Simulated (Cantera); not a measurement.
Gas mixture: 26.8 % C2H6, 73.2 % CH3OH, at 548 Torr, frozen composition.

Cantera's kinetic-theory transport with the Lennard-Jones parameters of GRI-Mech 3.0, ideal gas; thermal conductivity in the multicomponent form. Polar gases are described roughly by these parameters. The composition is frozen, though it would react at the higher temperatures.

D: mixture-averaged diffusion coefficient of that species in the mixture.

```
T (K)  ρ (kg/m³)  cp (J/kg/K)  μ (µPa s)  λ (mW/m/K)     Pr  D (cm²/s) CO2  D (cm²/s) CH3  D (cm²/s) C2H2
-----  ---------  -----------  ---------  ----------  -----  -------------  -------------  --------------
400        0.692         1748       12.9        30.1  0.748          0.261              ?           0.281
600        0.461         2324       19.1        59.1  0.750          0.564              ?           0.603
800        0.346         2772       24.7        90.8  0.753          0.954              ?            1.02
1000       0.277         3126       29.7         123  0.754           1.42              ?            1.51
1200       0.231         3394       34.3         154  0.755           1.95              ?            2.07
1400       0.198         3603       38.6         184  0.755           2.55              ?            2.70
1600       0.173         3766       42.6         213  0.755           3.20              ?            3.38
1800       0.154         3892       46.3         239  0.754           3.91              ?            4.13
```

**Question.** Complete the blanks.

**Answer.** 
- 400, D (cm²/s) CH3: 0.388
- 600, D (cm²/s) CH3: 0.819
- 800, D (cm²/s) CH3: 1.37
- 1000, D (cm²/s) CH3: 2.01
- 1200, D (cm²/s) CH3: 2.75
- 1400, D (cm²/s) CH3: 3.58
- 1600, D (cm²/s) CH3: 4.48
- 1800, D (cm²/s) CH3: 5.47
